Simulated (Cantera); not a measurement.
**Adiabatic ignition**

An adiabatic, constant-volume homogeneous reactor starts with 2.12 % C₃H₈, 11.9 % O₂, 73.7 % N₂, 12.3 % CO₂, equivalence ratio 0.89, at 1725 K and 3.50 bar.

Detailed kinetics in Cantera: GRI-Mech 3.0 (53 species, 325 reactions). GRI-Mech 3.0 was tuned for natural gas; its chemistry of propane as a main component is partial and can be far from experiment.

```
t (s)     T (K)  P (bar)   x C₃H₈    x O₂  x CO₂   x CH₂CO       x H
--------  -----  -------  -------  ------  -----  --------  --------
3.00e-6    1704     3.49   0.0128   0.115  0.122  0.000163  0.000132
8.46e-6    1989     4.25  1.26e-5  0.0763  0.117   0.00311   0.00253
2.38e-5    2440     5.24   <1e-12  0.0351  0.126    <1e-12   0.00326
6.72e-5    2611     5.54   <1e-12  0.0287  0.141    <1e-12   0.00141
0.000189   2661     5.63   <1e-12  0.0261  0.147    <1e-12   0.00104
0.000534   2659     5.63   <1e-12  0.0253  0.147    <1e-12   0.00102
0.00151    2652     5.61   <1e-12  0.0238  0.147    <1e-12  0.000996
0.00424    2647     5.60   <1e-12  0.0225  0.147    <1e-12  0.000977
0.0120     2646     5.60   <1e-12  0.0224  0.147    <1e-12  0.000975
0.0337     2646     5.60   <1e-12  0.0224  0.147    <1e-12  0.000975
0.0950     2646     5.60   <1e-12  0.0224  0.147    <1e-12  0.000975
0.268      2646     5.60   <1e-12  0.0224  0.147    <1e-12  0.000975
0.755      2646     5.60   <1e-12  0.0224  0.147    <1e-12  0.000975
2.13       2646     5.60   <1e-12  0.0224  0.147    <1e-12  0.000975
6.00       2646     5.60   <1e-12  0.0224  0.147    <1e-12  0.000975
```
x: mole fraction; the columns are a selection and need not sum to one.

| Property | Value |
|---|---|
| time of steepest temperature rise | 9.06 µs |
| temperature at 6.00 s | 2646 K |
| equilibrium temperature | 2646 K |
| x(C₃H₈) at 6.00 s | <1e-12 (gas-phase equilibrium <1e-12) |
| x(O₂) at 6.00 s | 0.0224 (gas-phase equilibrium 0.0224) |
| x(CO₂) at 6.00 s | 0.147 (gas-phase equilibrium 0.147) |
